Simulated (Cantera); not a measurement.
Fluorocarbon and chlorocarbon gases: CH₃Cl + Si + H₂ + Cl₂

Input: 1 mol CH₃Cl, 0.11 mol Si, 0.096 mol H₂, 0.5 mol Cl₂, at 7.00 Pa.

Cantera equilibrium calculation (NASA polynomials, part measured and part estimated; ideal gas, pure solids and liquids). Candidate condensed phases: C, C₆H₆, C₇H₈, C₈H₁₈, Si, SiC; 109 gas species. The tables' values for SiCl, SiCl₃ are old estimates; treat these amounts as uncertain. Kinetics and transport are ignored.

At 1423 K the condensed part is C(graphite) + SiC(s). From 1523 K to 2323 K the condensed part is C(graphite). The main Si-bearing gas is SiCl₂ at 1423 K and Si at 2323 K.

| T (K) | log p HCl | log p H | log p Cl | log p H₂ | log p SiCl₂ | log p Si | n C(graphite) | n SiC(s) |
|---|---|---|---|---|---|---|---|---|
| 1423 | -4.31 | -7.55 | -7.20 | -4.74 | -5.68 | -11.09 | 0.973 | 0.0272 |
| 1523 | -4.32 | -7.00 | -6.69 | -4.72 | -5.54 | -9.87 | 1.000 | 0 |
| 1623 | -4.33 | -6.52 | -6.23 | -4.72 | -5.54 | -8.95 | 1.000 | 0 |
| 1723 | -4.34 | -6.10 | -5.83 | -4.72 | -5.54 | -8.13 | 1.000 | 0 |
| 1823 | -4.37 | -5.72 | -5.49 | -4.72 | -5.56 | -7.38 | 1.000 | 0 |
| 1923 | -4.42 | -5.39 | -5.20 | -4.73 | -5.61 | -6.70 | 0.999 | 0 |
| 2023 | -4.50 | -5.11 | -4.96 | -4.77 | -5.78 | -6.16 | 0.996 | 0 |
| 2123 | -4.63 | -4.87 | -4.79 | -4.84 | -6.19 | -5.86 | 0.988 | 0 |
| 2223 | -4.83 | -4.67 | -4.68 | -4.96 | -6.87 | -5.80 | 0.977 | 0 |
| 2323 | -5.09 | -4.54 | -4.62 | -5.15 | -7.68 | -5.83 | 0.961 | 0 |
log p: log10 of the partial pressure in bar; n: condensed amount in mol.
